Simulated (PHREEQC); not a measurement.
Na2CO3 is added in steps, without added water, to 1 kg of water holding 0.016 mol CaCl2, 9.6e-05 mol CO2 and 3.4e-05 mol H4SiO4, at 25 °C. Oxygen is held at 0.21 atm. No CO2 enters from the air. The run lets Calcite, SiO2(a), Halite precipitate or redissolve, and no other solid.

Base run: PHREEQC, ion-association model, phreeqc.dat. Each further column changes one thing. The table gives pH.

```csv
Na2CO3 added (mol),base,database wateq4f.dat,database pitzer.dat,Davies equation for every ion,all activity coefficients set to 1
0,5.17,5.17,5.20,5.18,5.16
0.002656,7.88,7.88,8.10,7.90,7.55
0.005844,7.98,7.98,8.20,8.00,[?]
0.0085,8.09,8.09,8.31,8.11,[?]
0.01116,8.26,8.26,8.48,8.27,[?]
0.01434,8.67,8.67,8.89,8.68,8.34
0.017,10.22,10.22,10.25,10.22,[?]
```

Q: Complete the blanks.

A: 
- 0.005844, all activity coefficients set to 1: 7.65
- 0.0085, all activity coefficients set to 1: 7.76
- 0.01116, all activity coefficients set to 1: 7.92
- 0.017, all activity coefficients set to 1: 10.32

 pitzer.dat has no redox and few complexes: it carries them in its interaction parameters. phreeqc.dat and wateq4f.dat share most of their constants, so their agreement is no independent check. Solids allowed in the column 'database wateq4f.dat': Calcite, Portlandite, Quartz, Halite, Nahcolite, Natron. Solids allowed in the column 'database pitzer.dat': Aragonite, Gaylussite, Halite, Nahcolite, Natron, Pirssonite, Portlandite, SiO2(a), Trona.
